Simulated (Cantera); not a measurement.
Input: 1 mol Si, 3.1 mol HCl, 0.66 mol H2, at 260000 Pa.

These are equilibrium values from Cantera (NASA tables, ideal gas, pure condensed phases), not measurements of a reactor. Candidate condensed phases: Si; 19 gas species. Rates play no part.

Over these rows the condensed part is Si(s). Partial pressures as log10 of bar:

| T (K) | 1000/T (1/K) | log p SiCl2 | log p H2 | log p SiCl4 | log p SiHCl3 |
|---|---|---|---|---|---|
| 675 | 1.4815 | -7.27 | 0.26 | -0.33 | -0.54 |
| 725 | 1.3793 | -6.42 | 0.26 | -0.32 | -0.55 |
| 775 | 1.2903 | ? | 0.26 | -0.32 | -0.55 |
| 825 | 1.2121 | -5.02 | 0.26 | -0.32 | -0.56 |
| 875 | 1.1429 | -4.44 | 0.26 | -0.32 | -0.57 |
| 925 | 1.0811 | -3.93 | 0.26 | -0.31 | -0.58 |

Problem. Fit log p(SiCl2) = a + b·(1000/T) to the five rows, give the apparent enthalpy, and predict the row at 775 K.

Solution. Means: 1000/T = 1.2594, log p = -5.416. Sxy = -0.929542, Sxx = 0.1113048, so b = -8.35 and a = -5.416 − (-8.35)×1.2594 = 5.10.
Apparent enthalpy: −19.145 × (-8.35) = 160 kJ/mol. With the condensed phases at unit activity, 1/2 Si(s) + 1/2 SiCl4(g) = SiCl2(g) links this pressure to the main gases: over the six rows their terms move log p by +0.01 in all, so the slope is close to that reaction's ΔH°. The five rows lie within 0.01 of the line.
Prediction at 775 K: 5.10 + (-8.35)×1.2903 = -5.67. The computed value is -5.67, 0.00 from the line.
